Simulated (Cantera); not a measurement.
Feed: 1 mol CH3Cl, 0.18 mol F2, equilibrated at 1075 °C and 133 Pa.

Method: chemical equilibrium by Gibbs-energy minimisation in Cantera with the NASA 1993 tables (ideal gas, pure condensed phases). Candidate condensed phases: C, C6H6, C7H8, C8H18; 118 gas species. Kinetics and transport are ignored.

What is the equilibrium state?


- x(HCl) = 0.459
- x(H2) = 0.376
- x(HF) = 0.165
- x(Cl) = 3.96e-5
- x(H) = 3.89e-5
- x(CH4) = 1.10e-6
- n(C(graphite)) = 1.000 mol
- gas amount = 2.180 mol
